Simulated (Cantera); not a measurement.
An isothermal, constant-pressure homogeneous reactor starts with C₂H₆ : N₂ = 1 : 87 (molar parts), at 1800 K and 10.00 Torr.

Model: GRI-Mech 3.0 (53 species, 325 reactions), integrated in Cantera. GRI-Mech 3.0 stops at C3 and has no aromatics, soot or wall deposition, so with more carbon than oxygen in the feed, carbon stays in small species such as C2H2 where larger ones or solid carbon would form. Radical loss at walls, strong at low pressure, is not modelled.

x: mole fraction; the columns are a selection and need not sum to one.

```csv
t (s),x C₂H₆,x HCN,x CH₃,x H₂,x CH₄,x C₂H₄
0.000600,0.00179,7.68e-6,0.00917,0.00420,0.000682,___
0.00179,1.77e-5,4.11e-5,0.00281,0.0139,0.00139,___
0.00534,8.47e-7,6.54e-5,0.000730,0.0190,0.00110,___
0.0159,1.70e-7,7.86e-5,0.000309,0.0205,0.000761,___
0.0475,4.34e-8,8.83e-5,0.000149,0.0211,0.000516,___
0.142,1.16e-8,9.69e-5,7.55e-5,0.0215,0.000326,___
0.423,2.87e-9,0.000107,3.73e-5,0.0218,0.000171,___
1.26,4.45e-10,0.000122,1.48e-5,0.0220,6.14e-5,___
3.77,2.18e-11,0.000141,3.37e-6,0.0220,1.14e-5,___
11.2,<1e-12,0.000152,1.79e-7,0.0220,4.80e-7,7.58e-8
33.5,<1e-12,0.000152,3.18e-8,0.0220,7.54e-8,7.51e-8
100,<1e-12,0.000152,1.98e-8,0.0220,4.67e-8,7.51e-8
```

Fill in the missing entries.


- 0.000600, x C₂H₄: 0.00347
- 0.00179, x C₂H₄: 0.00280
- 0.00534, x C₂H₄: 0.000532
- 0.0159, x C₂H₄: 6.19e-5
- 0.0475, x C₂H₄: 1.31e-5
- 0.142, x C₂H₄: 3.54e-6
- 0.423, x C₂H₄: 9.33e-7
- 1.26, x C₂H₄: 2.08e-7
- 3.77, x C₂H₄: 8.33e-8
